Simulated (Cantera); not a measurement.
Mixture: H₂ : O₂ : N₂ = 1 : 0.357 : 1.96 (molar parts), equivalence ratio 1.4, at 5.00 bar, adiabatic and at constant pressure. Ignition delay is the time to a rise of 400 K.

Computed with Cantera and GRI-Mech 3.0 (53 species, 325 reactions). The hydrogen kinetics of GRI-Mech 3.0 are dated; newer H2 mechanisms differ, most at raised pressure. Where the delays flatten at high temperature, the 400 K rule measures the pace of heat release, not the induction time.

Problem. What does this change do: H2 1 to 0.42 parts?

Solution. 
| quantity | before | after |
|---|---|---|
| delay at 1150 K | 56.2 µs | 51.5 µs |
| delay at 1250 K | 12.2 µs | 13.0 µs |
| delay at 1350 K | 6.56 µs | 7.24 µs |
| delay at 1450 K | 4.34 µs | 4.98 µs |
| delay at 1550 K | 3.20 µs | 3.87 µs |
| delay at 1650 K | 2.57 µs | 3.31 µs |
| delay at 1750 K | 2.21 µs | 3.04 µs |

Problem. What does this change do: pressure from 5.00 bar to 1.00 bar?

Solution. 
| quantity | before | after |
|---|---|---|
| delay at 1150 K | 56.2 µs | 82.2 µs |
| delay at 1250 K | 12.2 µs | 48.9 µs |
| delay at 1350 K | 6.56 µs | 34.4 µs |
| delay at 1450 K | 4.34 µs | 27.4 µs |
| delay at 1550 K | 3.20 µs | 24.3 µs |
| delay at 1650 K | 2.57 µs | 23.4 µs |
| delay at 1750 K | 2.21 µs | 24.0 µs |
